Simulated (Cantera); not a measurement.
## Silicon epitaxy and polysilicon growth: SiCl₄ + HCl + H₂

A closed system holds: 1 mol SiCl₄, 0.02 mol HCl, a varied amount of H₂, held at 1.33 mbar.

These are equilibrium values from Cantera (NASA tables, ideal gas, pure condensed phases), not measurements of a reactor. Candidate condensed phases: Si; 19 gas species. The tables' values for SiCl₃ are old estimates. The numbers say what is thermodynamically allowed, not how fast it happens.

Map the stable condensed phases over T = 1050, 1100, 1150, 1200, 1250, 1300, 1350, 1400, 1450, 1500, 1550, 1600, 1650, 1700 K and n(H₂) in mol = 8.5, 13, 20, 31, 47, 73, 110, 170, 260, 410.


```
T in K \ n(H₂) in mol
         8.5  13  20  31  47  73 110 170 260 410
   1700    A   A   B   B   B   B   B   B   B   B
   1650    A   A   B   B   B   B   B   B   B   B
   1600    A   A   B   B   B   B   B   B   B   B
   1550    A   A   B   B   B   B   B   B   B   B
   1500    A   A   B   B   B   B   B   B   B   B
   1450    A   A   B   B   B   B   B   B   B   B
   1400    A   A   B   B   B   B   B   B   B   B
   1350    A   B   B   B   B   B   B   B   B   B
   1300    A   B   B   B   B   B   B   B   B   B
   1250    A   B   B   B   B   B   B   B   B   B
   1200    A   B   B   B   B   B   B   B   B   B
   1150    B   B   B   B   B   B   B   B   B   B
   1100    B   B   B   B   B   B   B   B   B   B
   1050    B   B   B   B   B   B   B   B   B   B
```
A: gas only; B: Si.
